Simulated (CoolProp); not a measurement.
C2F6 (R116) at 293.15 K and 0.191 MPa flows at 0.16 m/s in a round tube of 2 mm bore and 1.5 µm roughness, fully developed (64/Re and Nu = 3.66 if laminar; Colebrook and Gnielinski if turbulent). Each further row changes one setting.

Values from CoolProp's reference Helmholtz-energy equation of state, Lemmon 2006. It is a short technical equation, of lower accuracy than the large ones.

```
case               Reynolds number  Darcy friction factor  pressure drop (Pa/m)  heat-transfer coefficient (W/(m² K))  mass flow (kg/h)
-----------------  ---------------  ---------------------  --------------------  ------------------------------------  ----------------
as stated                      255                  0.251                  17.8                                  26.4            0.0200
velocity 0.32 m/s              510                  0.126                  35.5                                  26.4            0.0400
diameter 4 mm                  510                  0.126                  4.44                                  13.2            0.0800
```

Viscosity comes from a separate model (Huber 2003), an estimate that may be off by 10 % or more. Thermal conductivity comes from a separate model (Huber 2003), an estimate that may be off by 10 % or more.
